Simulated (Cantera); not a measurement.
Cantera run:

```python
import numpy as np
import cantera as ct

gas_names = """
    H HNO HNO2 HNO3 HO2 H2 H2O H2O2 N NH NH2 NH3 NH2OH NO NO2 NO3 N2 N2H2 N2H4 N2O O OH O2 O3
""".split()
cond_names = """
    H2O(s) H2O(L)
""".split()


# ... load() reads the species with a 1 bar reference pressure and builds the phases ...
atoms = {
    'H2O': {'H': 2, 'O': 1},
    'O2': {'O': 2},
    'N2': {'N': 2},
}
top_T = {}  # K; cautious upper limits of use, not melting points


# ... equilibrate(T, P, feed) seeds the gas with the atoms and calls Mixture.equilibrate('TP', solver="vcs", rtol=1e-11, max_steps=5000) ...
results = []
feed = {'H2O': 1, 'O2': 0.25, 'N2': 0.32}  # mol
T = 3325  # K
P = 1000  # Pa
mix = equilibrate(T, P, feed)
results.append((T, P, feed, dict(zip(mix.species_names, mix.species_moles))))
print(gas.report(threshold=0.001))
for i in range(1, mix.n_phases):
    print(f"{mix.phase(i).name:16s} {mix.phase_moles(i):12.5e} mol")
```

Result:

```
       temperature   3325 K
          pressure   1000 Pa
           density   0.00034966 kg/m^3
  mean mol. weight   9.6667 kg/kmol
   phase of matter   gas

                          1 kg             1 kmol
                     ---------------   ---------------
          enthalpy         2.775e+07        2.6825e+08  J
   internal energy        2.4891e+07        2.4061e+08  J
           entropy             25248        2.4406e+05  J/K
    Gibbs function       -5.6199e+07       -5.4326e+08  J
 heat capacity c_p              2412             23316  J/K
 heat capacity c_v            1551.9             15002  J/K

                      mass frac. Y      mole frac. X     chem. pot. / RT
                     ---------------   ---------------   ---------------
                 H          0.051821           0.49696            -14.97
                H2         0.0034019          0.016312           -29.939
               H2O          0.002939         0.0015771            -49.74
                NO          0.017672         0.0056933           -37.717
                N2           0.24764          0.085452           -35.833
                 O           0.59621           0.36023           -19.801
                OH          0.035144          0.019975           -34.771
                O2          0.044774          0.013526           -39.602
     [  +16 minor]        0.00039473        0.00027161
```

These are equilibrium values from Cantera (NASA tables, ideal gas, pure condensed phases), not measurements of a reactor.
